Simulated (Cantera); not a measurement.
Cantera run, input and output.

```python
import numpy as np
import cantera as ct

gas = ct.Solution("gri30.yaml")
gas.TPX = 1975, 101325, {'CH4': 1, 'N2': 12}
inlet = ct.Reservoir(gas, clone=True)

reactor = ct.IdealGasConstPressureReactor(gas, energy="off", clone=False)
exhaust = ct.Reservoir(gas, clone=True)
tau = [8.1, 1.8, 0.41, 0.092, 0.021, 0.0047, 0.001, 0.00024][0]
for a, b in ((inlet, reactor), (reactor, exhaust)):
    ct.MassFlowController(a, b, mdot=lambda t: reactor.mass / tau)
net = ct.ReactorNet([reactor])
show = ['CH4', 'HCN', 'CH3', 'C2H6', 'C2H4']

rows = []
print(f"{'tau/s':>10s}{'T/K':>9s}" + "".join(f"{s:>11s}" for s in show))
for tau in [8.1, 1.8, 0.41, 0.092, 0.021, 0.0047, 0.001, 0.00024]:
    net.initial_time = 0.0
    net.advance(30 * tau)
    before = gas.X
    net.advance(40 * tau)
    drift = np.max(np.abs(gas.X - before) / (gas.X + 1e-9))
    rows.append([gas.T, *gas[show].X, drift])
    print(f"{tau:10.3e}{gas.T:9.1f}" + "".join(f"{x:11.3e}" for x in gas[show].X))
```

It prints:

```
     tau/s      T/K        CH4        HCN        CH3       C2H6       C2H4
 8.100e+00   1975.0  3.148e-04  2.171e-03  2.598e-05  9.681e-09  2.879e-05
 1.800e+00   1975.0  6.398e-04  1.070e-03  5.245e-05  3.809e-08  2.952e-05
 4.100e-01   1975.0  1.344e-03  4.904e-04  1.086e-04  1.628e-07  3.154e-05
 9.200e-02   1975.0  2.896e-03  2.053e-04  2.275e-04  7.216e-07  4.103e-05
 2.100e-02   1975.0  6.255e-03  7.866e-05  4.678e-04  3.120e-06  8.517e-05
 4.700e-03   1975.0  1.357e-02  2.673e-05  9.418e-04  1.311e-05  2.848e-04
 1.000e-03   1975.0  2.836e-02  7.041e-06  1.785e-03  4.944e-05  1.094e-03
 2.400e-04   1975.0  4.934e-02  1.236e-06  2.673e-03  1.164e-04  2.684e-03
```

Cantera simulation using GRI-Mech 3.0 (53 species, 325 reactions); the numbers are that mechanism's predictions, not measurements. GRI-Mech 3.0 stops at C3 and has no aromatics, soot or wall deposition, so with more carbon than oxygen in the feed, carbon stays in small species such as C2H2 where larger ones or solid carbon would form.
